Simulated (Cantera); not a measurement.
Input (Python, Cantera) and output of one run.

```python
import numpy as np
import cantera as ct

gas_names = [...]  # 95 gases of nasa_gas.yaml made of C, F, H
cond_names = """
    C(gr) C6H6(L) C7H8(L) C8H18(L),n-octa
""".split()


# ... load() reads the species with a 1 bar reference pressure and builds the phases ...
atoms = {
    'CH2F2': {'C': 1, 'H': 2, 'F': 2},
    'F2': {'F': 2},
}
top_T = {'C(gr)': 4500}  # K; cautious upper limits of use, not melting points


# ... equilibrate(T, P, feed) seeds the gas with the atoms and calls Mixture.equilibrate('TP', solver="vcs", rtol=1e-11, max_steps=5000) ...
results = []
feed = {'CH2F2': 1, 'F2': 0.057}  # mol
for P in [1, 4.2, 18, 75, 320, 1300, 5600, 24000, 100000]:
    for T in [1725, 1825, 1925, 2025, 2125, 2225, 2325, 2425, 2525, 2625, 2725, 2825, 2925, 3025]:
        mix = equilibrate(T, P, feed)
        results.append((T, P, feed, dict(zip(mix.species_names, mix.species_moles))))

for T, P, feed, n in results:
    print(f"{T:7g} {P:10.4g}  " + (" + ".join(c for c in cond_names if n.get(c, 0) > 1e-12) or "gas only"))
```

It prints:

```
   1725          1  C(gr)
   1825          1  C(gr)
   1925          1  C(gr)
   2025          1  C(gr)
   2125          1  C(gr)
   2225          1  C(gr)
   2325          1  C(gr)
   2425          1  C(gr)
   2525          1  C(gr)
   2625          1  gas only
   2725          1  gas only
   2825          1  gas only
   2925          1  gas only
   3025          1  gas only
   1725        4.2  C(gr)
   1825        4.2  C(gr)
   1925        4.2  C(gr)
   2025        4.2  C(gr)
   2125        4.2  C(gr)
   2225        4.2  C(gr)
   2325        4.2  C(gr)
   2425        4.2  C(gr)
   2525        4.2  C(gr)
   2625        4.2  C(gr)
   2725        4.2  gas only
   2825        4.2  gas only
   2925        4.2  gas only
   3025        4.2  gas only
   1725         18  C(gr)
   1825         18  C(gr)
   1925         18  C(gr)
   2025         18  C(gr)
   2125         18  C(gr)
   2225         18  C(gr)
   2325         18  C(gr)
   2425         18  C(gr)
   2525         18  C(gr)
   2625         18  C(gr)
   2725         18  C(gr)
   2825         18  gas only
   2925         18  gas only
   3025         18  gas only
   1725         75  C(gr)
   1825         75  C(gr)
   1925         75  C(gr)
   2025         75  C(gr)
   2125         75  C(gr)
   2225         75  C(gr)
   2325         75  C(gr)
   2425         75  C(gr)
   2525         75  C(gr)
   2625         75  C(gr)
   2725         75  C(gr)
   2825         75  C(gr)
   2925         75  gas only
   3025         75  gas only
   1725        320  C(gr)
   1825        320  C(gr)
   1925        320  C(gr)
   2025        320  C(gr)
   2125        320  C(gr)
   2225        320  C(gr)
   2325        320  C(gr)
   2425        320  C(gr)
   2525        320  C(gr)
   2625        320  C(gr)
   2725        320  C(gr)
   2825        320  C(gr)
   2925        320  C(gr)
   3025        320  gas only
   1725       1300  C(gr)
   1825       1300  C(gr)
   1925       1300  C(gr)
   2025       1300  C(gr)
   2125       1300  C(gr)
   2225       1300  C(gr)
   2325       1300  C(gr)
   2425       1300  C(gr)
   2525       1300  C(gr)
   2625       1300  C(gr)
   2725       1300  C(gr)
   2825       1300  C(gr)
   2925       1300  C(gr)
   3025       1300  C(gr)
   1725       5600  C(gr)
   1825       5600  C(gr)
   1925       5600  C(gr)
   2025       5600  C(gr)
   2125       5600  C(gr)
   2225       5600  C(gr)
   2325       5600  C(gr)
   2425       5600  C(gr)
   2525       5600  C(gr)
   2625       5600  C(gr)
   2725       5600  C(gr)
   2825       5600  C(gr)
   2925       5600  C(gr)
   3025       5600  C(gr)
   1725    2.4e+04  C(gr)
   1825    2.4e+04  C(gr)
   1925    2.4e+04  C(gr)
   2025    2.4e+04  C(gr)
   2125    2.4e+04  C(gr)
   2225    2.4e+04  C(gr)
   2325    2.4e+04  C(gr)
   2425    2.4e+04  C(gr)
   2525    2.4e+04  C(gr)
   2625    2.4e+04  C(gr)
   2725    2.4e+04  C(gr)
   2825    2.4e+04  C(gr)
   2925    2.4e+04  C(gr)
   3025    2.4e+04  C(gr)
   1725      1e+05  C(gr)
   1825      1e+05  C(gr)
   1925      1e+05  C(gr)
   2025      1e+05  C(gr)
   2125      1e+05  C(gr)
   2225      1e+05  C(gr)
   2325      1e+05  C(gr)
   2425      1e+05  C(gr)
   2525      1e+05  C(gr)
   2625      1e+05  C(gr)
   2725      1e+05  C(gr)
   2825      1e+05  C(gr)
   2925      1e+05  C(gr)
   3025      1e+05  C(gr)
```

Equilibrium computed with Cantera from the NASA thermochemical tables; the gas is ideal and each condensed phase is pure.
